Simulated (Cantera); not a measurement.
A closed system holds: 1 mol Si, 0.0058 mol H2O, 620 mol N2, equilibrated at 902 °C and 6.40 mbar.

These are equilibrium values from Cantera (NASA tables, ideal gas, pure condensed phases), not measurements of a reactor. Candidate condensed phases: H2O, Si, SiO2, Si2N2O, Si3N4; 35 gas species. N2 is the only nitrogen source here; it is nearly inert below about 1500 K, so the nitride shown seldom forms there in practice. Mutual solubility and eutectic melting of coexisting phases are not modelled. Equilibrium is a limit: real reactors are often held back by kinetics, nucleation or transport.

Task: What is the equilibrium state?

Result: 
```json
{
  "x(N2)": "1.000",
  "x(H2)": "9.36e-6",
  "n(Si2N2O(s))": "0.00580 mol",
  "n(Si3N4(s))": "0.329 mol",
  "gas_amount": "619.3 mol",
  "log10 activity of Si(s) (absent)": "-3.80"
}
```
